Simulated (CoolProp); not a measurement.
The fluid at 372.88 K and 3.18 MPa flows at 0.62 m/s in a round tube of 25 mm bore and 0.25 µm roughness, fully developed (64/Re and Nu = 3.66 if laminar; Colebrook and Gnielinski if turbulent). The same conditions are run with several fluids, on thermodynamics alone (safety and materials aside).

Model: reference Helmholtz-energy equation of state of each fluid (R142b: Lemmon 2006; R245fa: Akasaka 2015; water: Wagner 2002; R11: Jacobsen 1992; R236FA: Pan 2012), in CoolProp.

```tsv
fluid	Reynolds number	Darcy friction factor	pressure drop (Pa/m)	heat-transfer coefficient (W/(m² K))	mass flow (kg/h)
R142b	129000	0.0171	117	1180	975
R245fa	97500	0.0181	155	1280	1220
water	52500	0.0207	153	4910	1050
R11	87200	0.0186	184	1030	1410
R236FA	141000	0.0168	137	1230	1160
```

Transport values come from each fluid's own correlations; those of R142b, R245fa, R11, R236FA are estimates that may be off by 10 % or more.
